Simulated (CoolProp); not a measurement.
Values from CoolProp's reference Helmholtz-energy equation of state, Smukala 2000.

**Question.** For ethylene, give the phase and the density (kg/m³), cp (kJ/(kg K)), isothermal compressibility (1/MPa), expansivity (1/kK) at 295.3 K and 4.33 MPa; 326.2 K and 4.33 MPa.

**Answer.** 
- 295.3 K and 4.33 MPa: gas; density 72.6, cp 2.79, isothermal compressibility 0.379, expansivity 11.3
- 326.2 K and 4.33 MPa: gas; density 56.4, cp 2.20, isothermal compressibility 0.298, expansivity 6.29
